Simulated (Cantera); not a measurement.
Feed: 1 mol CH3Cl, 0.02 mol F2, at 3.20 Pa.

These are equilibrium values from Cantera (NASA tables, ideal gas, pure condensed phases), not measurements of a reactor. Candidate condensed phases: C, C6H6, C7H8, C8H18; 135 gas species. Ions and electrons are included (thermal ionisation). The numbers say what is thermodynamically allowed, not how fast it happens.

x: gas mole fraction; n: condensed amount in mol.

| T (K) | x H | x H2 | x HCl | x Cl | x C | x HF | x C3 | n C(graphite) |
|---|---|---|---|---|---|---|---|---|
| 2000 | 0.177 | 0.381 | 0.315 | 0.109 | 9.51e-7 | 0.0170 | 8.66e-7 | 0.999 |
| 2500 | 0.689 | 0.0241 | 0.0119 | 0.241 | 0.00520 | 0.00954 | 0.0155 | 0.777 |
| 3000 | 0.611 | ___ | ___ | 0.204 | ___ | ___ | ___ | 0 |
| 3500 | 0.595 | 3.25e-5 | 1.64e-5 | 0.199 | 0.198 | 3.20e-5 | 8.81e-6 | 0 |
| 4000 | 0.595 | ___ | ___ | 0.198 | 0.198 | ___ | ___ | 0 |
| 4500 | 0.595 | 9.46e-7 | 4.90e-7 | 0.198 | 0.197 | 3.29e-7 | 3.09e-10 | 0 |
| 5000 | 0.592 | 2.72e-7 | 1.42e-7 | 0.197 | 0.193 | 6.53e-8 | 7.99e-12 | 0 |

Q: Complete the blanks.

A: 
- 4000, x H2: 4.46e-6
- 4000, x HCl: 2.28e-6
- 4000, x HF: 2.46e-6
- 4000, x C3: 2.79e-8
- 3000, x H2: 0.000479
- 3000, x HCl: 0.000235
- 3000, x C: 0.157
- 3000, x HF: 0.000910
- 3000, x C3: 0.00942
